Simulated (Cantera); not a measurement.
A freely propagating, adiabatic, planar premixed flame of CH4 : H2 : O2 : N2 = 1 : 1.2 : 2.8 : 10.9 (molar parts), equivalence ratio 0.93, unburnt at 698 K and 28000 Pa; mixture-averaged transport, grid criteria slope 0.08 and curve 0.16, no radiation.

Detailed kinetics in Cantera: GRI-Mech 3.0 (53 species, 325 reactions). Burning velocities carry a grid error of a few per cent, more on coarse grids.

Task: Predict: laminar burning velocity; thermal thickness; peak x(HCN); peak x(H).

Result: 
- laminar burning velocity = 359 cm/s
- thermal thickness = 0.866 mm
- peak x(HCN) = 1.24e-6
- peak x(H) = 0.0231
